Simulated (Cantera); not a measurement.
Input: 1 mol BN, 0.021 mol N2, equilibrated at 2875 K and 0.000310 bar.

Method: chemical equilibrium by Gibbs-energy minimisation in Cantera with the NASA 1993 tables (ideal gas, pure condensed phases). Candidate condensed phases: B, BN; 5 gas species. Kinetics and transport are ignored.

Q: What is the equilibrium state?

A: 
- x(B) = 0.656
- x(N2) = 0.342
- x(BN) = 0.00150
- x(N) = 0.000200
- x(B2) = 4.58e-5
- gas amount = 1.520 mol
- log10 activity of B(l) (absent) = -0.98
